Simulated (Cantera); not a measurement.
Cantera run, input and output.

```python
import numpy as np
import cantera as ct

gas = ct.Solution("gri30.yaml")
gas.TPX = 398, 101325, {'CH4': 1, 'O2': 3.7, 'N2': 13.9}
inlet = ct.Reservoir(gas, clone=True)
gas.equilibrate("HP")  # start burning
reactor = ct.IdealGasConstPressureReactor(gas, energy="on", clone=False)
exhaust = ct.Reservoir(gas, clone=True)
tau = [0.029, 0.0099, 0.0033, 0.0011, 0.00038, 0.00013, 4.3e-05, 1.4e-05, 4.8e-06][0]
for a, b in ((inlet, reactor), (reactor, exhaust)):
    ct.MassFlowController(a, b, mdot=lambda t: reactor.mass / tau)
net = ct.ReactorNet([reactor])
show = ['CH4', 'O2', 'C2H6', 'N2O', 'OH', 'O', 'NO2']

rows = []
print(f"{'tau/s':>10s}{'T/K':>9s}" + "".join(f"{s:>11s}" for s in show))
for tau in [0.029, 0.0099, 0.0033, 0.0011, 0.00038, 0.00013, 4.3e-05, 1.4e-05, 4.8e-06]:
    net.initial_time = 0.0
    net.advance(30 * tau)
    before = gas.X
    net.advance(40 * tau)
    drift = np.max(np.abs(gas.X - before) / (gas.X + 1e-9))
    rows.append([gas.T, *gas[show].X, drift])
    print(f"{tau:10.3e}{gas.T:9.1f}" + "".join(f"{x:11.3e}" for x in gas[show].X))
```

Output:

```
     tau/s      T/K        CH4         O2       C2H6        N2O         OH          O        NO2
 2.900e-02   1624.1  3.829e-05  9.147e-02  2.570e-09  8.081e-07  1.064e-03  2.198e-04  1.280e-08
 9.900e-03   1612.9  7.685e-05  9.177e-02  5.936e-09  7.517e-07  1.438e-03  4.239e-04  8.585e-09
 3.300e-03   1590.7  1.627e-04  9.257e-02  1.518e-08  6.056e-07  1.867e-03  7.833e-04  5.524e-09
 1.100e-03   1545.8  3.898e-04  9.475e-02  5.577e-08  4.382e-07  2.171e-03  1.252e-03  3.638e-09
 3.800e-04    398.0  5.376e-02  1.989e-01 -8.062e-19 -4.414e-22 -8.410e-28 -1.355e-25 -1.238e-21
 1.300e-04    398.0  5.376e-02  1.989e-01 -9.090e-22 -4.977e-25 -7.905e-31 -1.405e-28 -1.397e-24
 4.300e-05    398.0  5.376e-02  1.989e-01 -5.742e-23 -3.144e-26 -4.942e-32 -8.785e-30 -8.822e-26
 1.400e-05    398.0  5.376e-02  1.989e-01 -3.627e-24 -1.986e-27 -3.115e-33 -5.531e-31 -5.572e-27
 4.800e-06    398.0  5.376e-02  1.989e-01 -2.291e-25 -1.254e-28 -1.961e-34 -3.490e-32 -3.520e-28
```

Model: GRI-Mech 3.0 (53 species, 325 reactions), integrated in Cantera.
